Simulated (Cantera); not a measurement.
Input (Python, Cantera) and output of one run.

```python
import numpy as np
import cantera as ct

gas_names = """
    AL ALCL ALCL2 ALCL3 ALH ALO ALOCL ALOH ALO2 ALO2H AL2 AL2CL6 AL2O AL2O2 CL CLO CL2 H HALO HCL HOCL
    HO2 H2 H2O H2O2 O OH O2 O3
""".split()
cond_names = """
    AL(cr) AL(L) ALCL3(s) ALCL3(L) AL2O3(a) AL2O3(L) H2O(s) H2O(L)
""".split()


# ... load() reads the species with a 1 bar reference pressure and builds the phases ...
atoms = {
    'Al2O3': {'AL': 2, 'O': 3},
    'Cl2': {'CL': 2},
    'H2': {'H': 2},
}
top_T = {}  # K; cautious upper limits of use, not melting points


# ... equilibrate(T, P, feed) seeds the gas with the atoms and calls Mixture.equilibrate('TP', solver="vcs", rtol=1e-11, max_steps=5000) ...
results = []
feed = {'Al2O3': 1, 'Cl2': 1.9, 'H2': 0.4}  # mol
P = 100000  # Pa
for T in [1023, 1073, 1123, 1173, 1223, 1273, 1323]:
    mix = equilibrate(T, P, feed)
    results.append((T, P, feed, dict(zip(mix.species_names, mix.species_moles))))

top = {s: max(r[3][s] / sum(r[3][g] for g in gas_names) for r in results) for s in gas_names}
cols = sorted((s for s in top if top[s] > 1e-05), key=lambda s: -top[s])[:8]
seen = [c for c in cond_names if any(r[3].get(c, 0) > 1e-12 for r in results)]
print("log10 of partial pressures in bar; condensed amounts in mol")
print(f"{'T/K':>10s}" + "".join(f"{s[:9]:>10s}" for s in cols + seen))
for T, P, feed, n in results:
    ng = sum(n[g] for g in gas_names)
    print(f"{T:10.4g}" + "".join(f"{np.log10(max(n[s] / ng * P / 1e5, 1e-99)):10.3f}" for s in cols)
          + "".join(f"{n.get(c, 0):10.4g}" for c in seen))
```

It prints:

```
log10 of partial pressures in bar; condensed amounts in mol
       T/K       CL2       HCL        CL     ALCL3        O2       H2O       CLO  AL2O3(a)
      1023    -0.186    -0.459    -3.358    -3.904    -5.008    -3.776    -7.094    0.9999
      1073    -0.186    -0.459    -3.061    -3.713    -4.476    -3.651    -6.586    0.9998
      1123    -0.187    -0.460    -2.792    -3.510    -4.033    -3.558    -6.144    0.9996
      1173    -0.187    -0.460    -2.544    -3.297    -3.665    -3.492    -5.759    0.9994
      1223    -0.189    -0.461    -2.318    -3.082    -3.357    -3.446    -5.420     0.999
      1273    -0.191    -0.461    -2.109    -2.872    -3.092    -3.413    -5.118    0.9984
      1323    -0.194    -0.462    -1.916    -2.671    -2.859    -3.387    -4.845    0.9975
```

Equilibrium computed with Cantera from the NASA thermochemical tables; the gas is ideal and each condensed phase is pure.
